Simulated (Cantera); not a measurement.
Adiabatic ignition

An adiabatic, constant-pressure homogeneous reactor starts with 23.9 % CO, 3.58 % H2, 15.3 % O2, 57.3 % N2, equivalence ratio 0.90, at 1298 K and 760 Torr.

Cantera simulation using GRI-Mech 3.0 (53 species, 325 reactions); the numbers are that mechanism's predictions, not measurements.

| t (s) | T (K) | x CO | x H2 | x O2 | x NO | x NO2 | x H2O |
|---|---|---|---|---|---|---|---|
| 2.00e-6 | 1298 | 0.239 | 0.0358 | 0.153 | <1e-12 | <1e-12 | 2.38e-9 |
| 7.52e-6 | 1298 | 0.239 | 0.0358 | 0.153 | <1e-12 | <1e-12 | 9.30e-8 |
| 2.83e-5 | 1298 | 0.239 | 0.0357 | 0.152 | 1.61e-12 | <1e-12 | 5.65e-5 |
| 0.000106 | 1890 | 0.131 | 0.00400 | 0.0690 | 3.87e-5 | 1.03e-8 | 0.0173 |
| 0.000399 | 2437 | 0.102 | 0.00291 | 0.0597 | 0.000429 | 1.24e-7 | 0.0273 |
| 0.00150 | 2681 | 0.0792 | 0.00202 | 0.0498 | 0.00379 | 1.36e-6 | 0.0313 |
| 0.00565 | 2682 | 0.0780 | 0.00199 | 0.0461 | 0.0109 | 3.81e-6 | 0.0316 |
| 0.0212 | 2679 | 0.0779 | 0.00200 | 0.0452 | 0.0128 | 4.45e-6 | 0.0317 |
| 0.0798 | 2679 | 0.0779 | 0.00200 | 0.0452 | 0.0128 | 4.45e-6 | 0.0317 |
| 0.300 | 2679 | 0.0779 | 0.00200 | 0.0452 | 0.0128 | 4.45e-6 | 0.0317 |
x: mole fraction; the columns are a selection and need not sum to one.

- time of steepest temperature rise: 55.7 µs
- temperature at 0.300 s: 2679 K
- equilibrium temperature: 2679 K
- x(CO) at 0.300 s: 0.0779 (gas-phase equilibrium 0.0779)
- x(H2) at 0.300 s: 0.00200 (gas-phase equilibrium 0.00200)
- x(O2) at 0.300 s: 0.0452 (gas-phase equilibrium 0.0452)
